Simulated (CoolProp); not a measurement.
Properties of ammonia along the isobar 7670 kPa (Tc = 132.4 °C, pc = 11360 kPa, ω = 0.256).

The numbers come from the reference Helmholtz-energy equation of state, Gao 2020 in CoolProp.

```tsv
T (°C)	phase	isothermal compressibility (1/MPa)	fugacity coefficient
-21.95	liquid	0.0007987	0.02395
7.25	liquid	0.001132	0.07320
36.55	liquid	0.001732	0.1726
65.85	liquid	0.003030	0.3355
95.15	liquid	0.007410	0.5617
124.35	gas	0.2337	0.7397
153.65	gas	0.1798	0.8004
182.95	gas	0.1617	0.8433
212.25	gas	0.1523	0.8752
```
